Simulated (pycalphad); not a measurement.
CALPHAD calculation (pycalphad, COST 507 light-alloy database (1999)), 1 atm. The database dates from 1999; later assessments differ in places, in temperatures and in the compounds included. Kinetics are ignored, which matters at the lower temperatures.

Molar enthalpy of Ti-1.659Hf-0.01562B (wt.%) in equilibrium (SER reference):

| T (K) | H (kJ/mol) | phases |
|---|---|---|
| 2850 | 111.98 | LIQUID |
| 2650 | 102.72 | LIQUID |
| 2450 | 93.47 | LIQUID |
| 2250 | 84.22 | LIQUID |
| 2050 | 74.96 | LIQUID |
| 1950 | 70.34 | LIQUID |
| 1850 | 52.35 | BCC_A2 |
| 1750 | 48.79 | BCC_A2 |
| 1650 | 45.36 | BCC_A2 |
| 1450 | 38.87 | BCC_A2 |
| 1250 | 32.76 | BCC_A2 |
| 1050 | 22.25 | HCP_A3 |
| 850 | 15.78 | HCP_A3 + BM |
| 650 | 9.67 | HCP_A3 + BM |

Cooling from 1950 K to 1850 K, across the freezing range, releases 18.0 kJ/mol, or 371 J/g. The slope is 46 J/(mol K) in the liquid and 36 J/(mol K) just below the solidus, where it includes any heat of precipitation. Liquidus 1938 K, solidus 1894 K. Changes were sought between steps of 100 K, so a narrower field can be missed.

Database names, with the compositions (at.%) that they take in these runs: BM: Ti 50 B 50. BCC_A2 is bcc; HCP_A3 is hcp.
